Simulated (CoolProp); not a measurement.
Properties of R1132(E) along the isotherm 270.5 K.

Values from CoolProp's reference Helmholtz-energy equation of state, Akasaka 2024.

```json
[
 {"p (MPa)": "0.542", "phase": "gas", "Z": "0.9064", "cv (kJ/(kg K))": "0.8093", "Joule-Thomson coefficient (K/MPa)": "22.67"},
 {"p (MPa)": "1.08", "phase": "liquid", "Z": "0.03040", "cv (kJ/(kg K))": "1.065", "Joule-Thomson coefficient (K/MPa)": "-0.09750"},
 {"p (MPa)": "1.62", "phase": "liquid", "Z": "0.04550", "cv (kJ/(kg K))": "1.065", "Joule-Thomson coefficient (K/MPa)": "-0.1048"},
 {"p (MPa)": "2.17", "phase": "liquid", "Z": "0.06083", "cv (kJ/(kg K))": "1.065", "Joule-Thomson coefficient (K/MPa)": "-0.1118"},
 {"p (MPa)": "2.71", "phase": "liquid", "Z": "0.07582", "cv (kJ/(kg K))": "1.065", "Joule-Thomson coefficient (K/MPa)": "-0.1185"},
 {"p (MPa)": "3.25", "phase": "liquid", "Z": "0.09076", "cv (kJ/(kg K))": "1.065", "Joule-Thomson coefficient (K/MPa)": "-0.1249"},
 {"p (MPa)": "3.79", "phase": "liquid", "Z": "0.1056", "cv (kJ/(kg K))": "1.066", "Joule-Thomson coefficient (K/MPa)": "-0.1310"},
 {"p (MPa)": "4.33", "phase": "liquid", "Z": "0.1205", "cv (kJ/(kg K))": "1.066", "Joule-Thomson coefficient (K/MPa)": "-0.1370"},
 {"p (MPa)": "4.88", "phase": "liquid", "Z": "0.1355", "cv (kJ/(kg K))": "1.066", "Joule-Thomson coefficient (K/MPa)": "-0.1428"},
 {"p (MPa)": "5.42", "phase": "liquid", "Z": "0.1503", "cv (kJ/(kg K))": "1.066", "Joule-Thomson coefficient (K/MPa)": "-0.1482"},
 {"p (MPa)": "5.96", "phase": "liquid", "Z": "0.1650", "cv (kJ/(kg K))": "1.066", "Joule-Thomson coefficient (K/MPa)": "-0.1535"},
 {"p (MPa)": "6.5", "phase": "liquid", "Z": "0.1796", "cv (kJ/(kg K))": "1.067", "Joule-Thomson coefficient (K/MPa)": "-0.1586"}
]
```
